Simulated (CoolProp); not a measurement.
Vapour-liquid equilibrium of R114 (1) + n-pentane (2) at 11.8 bar; x and y are mole fractions of (1).

Model: multi-fluid Helmholtz-energy mixture model, Platzer 1990 and Thol 2019; pair parameters Bell 2016, in CoolProp. This equation is an older, rougher fit; its heat capacities, sound speeds and derivatives of the liquid may be far off and weren't checked against measurements.

```tsv
x	bubble temperature, mixture model (°C)	bubble temperature, Raoult's law (°C)	y, mixture model	y, Raoult's law
0.05	129.0	130.3	0.106	0.106
0.2	117.8	121.7	0.353	0.364
0.35	109.6	114.3	0.526	0.555
0.5	103.5	107.8	0.655	0.702
0.65	98.7	102.1	0.762	0.816
0.8	94.9	97.0	0.861	0.906
0.95	91.8	92.4	0.963	0.979
```

The largest gap from Raoult's law is -4.7 K in bubble temperature, at x = 0.35. No azeotrope shows between x = 0.05 and 0.95.

The pair parameters rest on a limited set of measurements; away from them the model extrapolates.
